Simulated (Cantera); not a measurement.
A Cantera script and what it prints.

```python
import numpy as np
import cantera as ct

gas_names = """
    Fe FeO Fe(OH)2 H HO2 H2 H2O H2O2 O OH O2 O3
""".split()
cond_names = """
    Fe(a) Fe(c) Fe(d) Fe(L) FeO(s) FeO(L) Fe(OH)2(s) Fe(OH)3(s) Fe2O3(s) Fe3O4(s) H2O(s) H2O(L)
""".split()


# ... load() reads the species with a 1 bar reference pressure and builds the phases ...
atoms = {
    'Fe': {'Fe': 1},
    'H2O': {'H': 2, 'O': 1},
    'H2': {'H': 2},
}
top_T = {'Fe2O3(s)': 1830, 'Fe3O4(s)': 1870}  # K; cautious upper limits of use, not melting points


# ... equilibrate(T, P, feed) seeds the gas with the atoms and calls Mixture.equilibrate('TP', solver="vcs", rtol=1e-11, max_steps=5000) ...
results = []
feed = {'Fe': 1, 'H2O': 0.036, 'H2': 190}  # mol
P = 54  # Pa
for T in [873, 973, 1073, 1173, 1273, 1373, 1473, 1573, 1673, 1773, 1873, 1973]:
    mix = equilibrate(T, P, feed)
    results.append((T, P, feed, dict(zip(mix.species_names, mix.species_moles))))

top = {s: max(r[3][s] / sum(r[3][g] for g in gas_names) for r in results) for s in gas_names}
cols = sorted((s for s in top if top[s] > 1e-06), key=lambda s: -top[s])[:5]
seen = [c for c in cond_names if any(r[3].get(c, 0) > 1e-12 for r in results)]
print("log10 of partial pressures in bar; condensed amounts in mol")
print(f"{'T/K':>10s}" + "".join(f"{s[:9]:>10s}" for s in cols + seen))
for T, P, feed, n in results:
    ng = sum(n[g] for g in gas_names)
    print(f"{T:10.4g}" + "".join(f"{np.log10(max(n[s] / ng * P / 1e5, 1e-99)):10.3f}" for s in cols)
          + "".join(f"{n.get(c, 0):10.4g}" for c in seen))
```

Result:

```
log10 of partial pressures in bar; condensed amounts in mol
       T/K        H2         H        Fe       H2O        OH     Fe(a)     Fe(c)
       873    -3.268   -11.964   -16.942    -6.990   -18.830         1         0
       973    -3.268   -10.600   -14.420    -6.990   -17.071         1         0
      1073    -3.268    -9.487   -12.382    -6.990   -15.637         1         0
      1173    -3.268    -8.562   -10.707    -6.990   -14.446         1         0
      1273    -3.268    -7.781    -9.303    -6.990   -13.442         0    0.9998
      1373    -3.268    -7.111    -8.108    -6.990   -12.582         0    0.9973
      1473    -3.268    -6.532    -7.078    -6.990   -11.839         0    0.9706
      1573    -3.269    -6.025    -6.182    -6.991   -11.190         0    0.7681
      1673    -3.272    -5.580    -5.550    -6.994   -10.619         0         0
      1773    -3.275    -5.184    -5.551    -6.995   -10.111         0         0
      1873    -3.282    -4.831    -5.555    -6.999    -9.659         0         0
      1973    -3.295    -4.517    -5.561    -7.007    -9.252         0         0
```

Method: chemical equilibrium by Gibbs-energy minimisation in Cantera with the NASA 1993 tables (ideal gas, pure condensed phases).
